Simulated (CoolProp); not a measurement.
Vapour-liquid equilibrium of propylene (1) + R115 (2) at 0.0127 MPa; x and y are mole fractions of (1).

Model: multi-fluid Helmholtz-energy mixture model, Lemmon 2013 and Lemmon 2016; pair parameters Bell 2016, in CoolProp.

Question: Give the bubble temperature and the first vapour's composition at x = 0.575, 0.65, 0.725. Is there an azeotrope?

Answer: x = 0.575: 186.4 K, y = 0.684; x = 0.65: 186.3 K, y = 0.701; x = 0.725: 186.3 K, y = 0.721. y crosses x between x = 0.65 and 0.725: the model has an azeotrope there.

Pair parameters are fitted to limited data, so mixtures are less certain than the pure fluids.
